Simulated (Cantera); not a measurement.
Thermodynamics of roasting and sulfation, feed FeS + SO3 + H2O + O2

A closed system holds: 1 mol FeS, a varied amount of SO3, 0.069 mol H2O, 9.5 mol O2, at 600 °C and 0.133 bar.

These are equilibrium values from Cantera (NASA tables, ideal gas, pure condensed phases), not measurements of a reactor. Candidate condensed phases: Fe, FeO, Fe(OH)2, Fe(OH)3, FeS, FeSO4, FeS2, Fe2O3, Fe2(SO4)3, Fe3O4, H2O, H2SO4, S; 22 gas species. Equilibrium is a limit: real reactors are often held back by kinetics, nucleation or transport.

From 0.12 mol SO3 to 1.2 mol SO3 the condensed part is Fe2O3(s) + Fe2(SO4)3(s). From 1.7 mol SO3 to 3.7 mol SO3 the condensed part is Fe2(SO4)3(s).

```csv
n(SO3) (mol),x O2,x SO3,x SO2,x H2O,x H2SO4,x OH,n Fe2O3(s),n Fe2(SO4)3(s)
0.12,0.871,0.0935,0.0274,0.00816,2.13e-6,4.52e-9,0.467,0.0327
0.18,0.871,0.0935,0.0274,0.00816,2.13e-6,4.52e-9,0.447,0.0527
0.26,0.871,0.0935,0.0274,0.00816,2.13e-6,4.52e-9,0.421,0.0794
0.38,0.871,0.0935,0.0274,0.00816,2.13e-6,4.52e-9,0.381,0.119
0.56,0.871,0.0935,0.0274,0.00816,2.13e-6,4.52e-9,0.321,0.179
0.82,0.871,0.0935,0.0274,0.00816,2.13e-6,4.52e-9,0.234,0.266
1.2,0.871,0.0935,0.0274,0.00816,2.13e-6,4.52e-9,0.107,0.393
1.7,0.853,0.107,0.0317,0.00797,2.38e-6,4.45e-9,0,0.500
2.6,0.776,0.166,0.0515,0.00713,3.30e-6,4.11e-9,0,0.500
3.7,0.700,0.221,0.0722,0.00632,3.90e-6,3.77e-9,0,0.500
```
x: gas mole fraction; n: condensed amount in mol.
